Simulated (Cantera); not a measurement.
A closed system holds: 1 mol Si2Cl6, 2.2 mol NH3, 4.5 mol N2, at 1075 K and 62.0 Pa.

Method: chemical equilibrium by Gibbs-energy minimisation in Cantera with the NASA 1993 tables (ideal gas, pure condensed phases). The feed counts by its element totals alone. The tables' values for SiCl3 are old estimates; treat these amounts as uncertain. Rates play no part.

```tsv
species	before	after
N2	0.442	0.566
HCl	0.385	0.268
SiCl4	0.0470	0.131
H2	0.125	0.0335
SiCl3	0.000919	0.00190
SiCl2	0.000284	0.000436
SiHCl3	0.000190	0.000203
Si3N4(s), mol	0.499	0.333
```
Gas species are given as mole fractions.

Problem. Which change was made?
A) temperature from 1075 K to 1723 K
B) NH3 from 2.2 to 0.84 mol
C) N2 from 4.5 to 38 mol
D) temperature from 1075 K to 2050 K

Solution. B, NH3 from 2.2 to 0.84 mol
